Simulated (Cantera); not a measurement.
Input: 1 mol MgCO3, 1.1 mol O2, 20 mol N2, 4.1 mol SO3, equilibrated at 23.0 mbar.

These are equilibrium values from Cantera (NASA tables, ideal gas, pure condensed phases), not measurements of a reactor. Candidate condensed phases: C, Mg, MgCO3, MgO, MgS, MgSO4, S; 40 gas species. Kinetics and transport are ignored.

**Question.** At 1450 °C, list the 4 most abundant gas species with their mole fractions, and the condensed phases.

**Answer.** N2 0.707, SO2 0.145, O2 0.110, CO2 0.0353. Condensed: MgO(s).
